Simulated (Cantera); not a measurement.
A closed system holds: 1 mol borazine, 4.8 mol O2, 150 mol H2, at 610 Pa.

These are equilibrium values from Cantera (NASA tables, ideal gas, pure condensed phases), not measurements of a reactor. Candidate condensed phases: B, BN, B2O3, B3O3H3, H2O; 39 gas species. The feed counts by its element totals alone. Gases not in the tables: H3BO3. Rates play no part.

Task: At 1050 °C, list the 4 most abundant gas species with their mole fractions, and the condensed phases.

Result: H2 0.953, H2O 0.0285, N2 0.00967, HBO2 0.00873. Condensed: B2O3(l).
